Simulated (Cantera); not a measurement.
A closed system holds: 1 mol FeCl₃, 4.2 mol H₂O, 2.9 mol N₂, equilibrated at 20.0 mbar.

Method: chemical equilibrium by Gibbs-energy minimisation in Cantera with the NASA 1993 tables (ideal gas, pure condensed phases). Candidate condensed phases: Fe, FeCl₂, FeCl₃, FeO, Fe(OH)₂, Fe(OH)₃, Fe₂O₃, Fe₃O₄, H₂O, NH₄Cl; 37 gas species. Kinetics and transport are ignored. All values below are at 1700 K.

Base state: H₂O 0.352, N₂ 0.331, HCl 0.252, FeCl₂ 0.0403, O₂ 0.0135, Cl 0.00981, OH 0.000913, NO 0.000476 (mole fractions); condensed: Fe₃O₄(s).

**Question.** What changes in the equilibrium state with this change: H₂O from 4.2 to 0.38 mol?

**Answer.** 
```csv
species,before,after
N₂,0.331,0.569
FeCl₂,0.0403,0.195
HCl,0.252,0.138
H₂O,0.352,0.00557
Cl,0.00981,0.0540
O₂,0.0135,0.0339
Fe(OH)₂,1.31e-5,5.26e-8
H₂,0.000431,4.29e-6
"Fe₃O₄(s), mol",0.216,0
```

**Question.** What changes in the equilibrium state with this change: H₂O from 4.2 to 0.43 mol?

**Answer.** 
```json
[
 {"species": "N₂", "before": "0.331", "after": "0.565"},
 {"species": "FeCl₂", "before": "0.0403", "after": "0.194"},
 {"species": "HCl", "before": "0.252", "after": "0.148"},
 {"species": "H₂O", "before": "0.352", "after": "0.00988"},
 {"species": "Cl", "before": "0.00981", "after": "0.0441"},
 {"species": "O₂", "before": "0.0135", "after": "0.0363"},
 {"species": "Fe(OH)₂", "before": "1.31e-5", "after": "1.44e-7"},
 {"species": "H₂", "before": "0.000431", "after": "7.37e-6"},
 {"species": "FeCl₃", "before": "4.91e-5", "after": "0.00106"},
 {"species": "Cl₂", "before": "5.22e-5", "after": "0.00105"},
 {"species": "Fe₃O₄(s), mol", "before": "0.216", "after": "0"}
]
```
